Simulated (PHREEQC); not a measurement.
A solution holds 0.048 mol ZnCl2, 0.0073 mol KCl and 0.012 mol MnSO4 per kg of water, at 25 °C and 10 atm. Closed to the air; pH follows from the charge balance.

Computed with PHREEQC (ion-association model, phreeqc.dat).

```tsv
quantity	before	after
pH	5.25	5.23
ionic strength (mol/kgw)	0.165	0.193
Cl- (mol/kgw)	0.0982	0.126
MnCl+ (mol/kgw)	0.00131	0.00157
MnSO4 (mol/kgw)	0.000995	0.000907
MnCl2 (mol/kgw)	2.88e-5	4.28e-5
SI of Pyrochroite (Mn(OH)2)	-7.18	-7.24
```

Q: Name the change that produced these shifts.
A) KCl from 0.0073 to 0.0365 mol/kgw
B) KCl left out
C) ZnCl2 replaced by MgCl2 at the same molality

A: A, KCl from 0.0073 to 0.0365 mol/kgw

This is a speciation only: nothing precipitates in the calculation.
